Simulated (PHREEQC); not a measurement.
**Acid mine or pickling water: an equilibrium model**

A made-up water analysis in mg/L, 20 °C, pH 2.54, pe 8.2:

| constituent | mg/L |
|---|---|
| Na | 13.8 |
| K | 106 |
| Ca | 13.1 |
| Mg | 33.2 |
| Cl | 74.2 |
| S(6) as SO4 | 510 |
| Zn | 1.68 |
| N(5) as NO3 | 1.79 |
| F | 0.0829 |

Valence states are taken as typed.

Computed with PHREEQC (ion-association model, phreeqc.dat).

Each row changes one thing in this solution. No solid was allowed to form.

| case | ionic strength (mol/kgw) | SO4-2 (mol/kgw) | Mg+2 (mol/kgw) | HSO4- (mol/kgw) | MgSO4 (mol/kgw) | KSO4- (mol/kgw) | SI of Gypsum (CaSO4:2H2O) | SI of Fluorite (CaF2) |
|---|---|---|---|---|---|---|---|---|
| as made | 0.0155 | 0.00412 | 0.00103 | 0.000725 | 0.000336 | 4.33e-5 | -1.81 | -5.28 |
| temperature from 20 to 50 °C at the same typed pH | 0.0141 | 0.00346 | 0.000877 | 0.00122 | 0.000489 | 5.86e-5 | -1.86 | -5.97 |
| N(5) from 1.79 to 5.37 mg/L | 0.0156 | 0.00412 | 0.00103 | 0.000725 | 0.000336 | 4.33e-5 | -1.81 | -5.28 |

At this temperature some constants are extrapolated from 25 °C, and those without enthalpy data are left unchanged.
